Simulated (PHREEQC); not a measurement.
Dissolve 130 mmol/kgw Mn(NO3)2 and 0.26 mmol/kgw Cd(NO3)2 at 40 °C. Closed to the air; pH follows from the charge balance.

Model: ion-association model, wateq4f.dat, run in PHREEQC.

This is a speciation only: nothing precipitates in the calculation.

What pH, activity of water does the model give?

pH 5.76; activity of water 0.993.

In which forms is Cd present?

Cd+2 91 %, CdNO3+ 9.1 % of the Cd.

Away from 25 °C the constants follow the database's enthalpies or fits; those with neither stay at their 25 °C values.
